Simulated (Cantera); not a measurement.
# Thermodynamics of nitride etching, feed AlN + H2O

Feed: 1 mol AlN, 0.15 mol H2O, held at 1700 °C and 0.100 bar.

These are equilibrium values from Cantera (NASA tables, ideal gas, pure condensed phases), not measurements of a reactor. Candidate condensed phases: Al, AlN, Al2O3, H2O; 35 gas species. Mutual solubility and eutectic melting of coexisting phases are not modelled. The tables' values for AlOH are old estimates; treat these amounts as uncertain. Condensed phases not in the tables: aluminium oxynitride. Equilibrium is a limit: real reactors are often held back by kinetics, nucleation or transport.

```
Quantity                              Result
--------------------------------  ----------
x(H2)                                  0.745
x(N2)                                  0.250
x(H)                                 0.00368
x(Al)                               0.000772
x(Al2O)                             0.000472
x(AlH)                               6.26e-5
x(H2O)                               3.12e-5
x(AlOH)                              1.65e-5
n(AlN(s))                          0.900 mol
n(Al2O3(s))                       0.0500 mol
gas amount                        0.2008 mol
log10 activity of Al(l) (absent)       -1.78
```
